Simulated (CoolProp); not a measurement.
Saturated liquid density (kg/m³) of n-heptane: the reference equation beside estimates from Tc = 268.1 °C, pc = 2.774 MPa, ω = 0.349.

The numbers come from the reference Helmholtz-energy equation of state, Span 2003 in CoolProp. It is a short technical equation, of lower accuracy than the large ones.

```csv
T (°C),reference,van der Waals,Soave-Redlich-Kwong,Peng-Robinson
36.15,670.0,388.0,596.1,671.7
50.75,657.4,381.1,585.8,660.7
65.25,644.7,374.0,574.9,649.0
79.85,631.5,366.6,563.2,636.4
94.35,618.0,358.9,550.7,622.8
108.95,604.0,350.7,537.1,608.0
123.45,589.5,342.1,522.6,592.1
137.95,574.3,333.1,506.9,574.7
152.55,558.2,323.4,489.6,555.5
```

Absolute difference from the reference over all 9 rows, mean and median: van der Waals 42.0 and 42.0 %, Soave-Redlich-Kwong 11.2 and 11.0 %, Peng-Robinson 0.5 and 0.5 %.
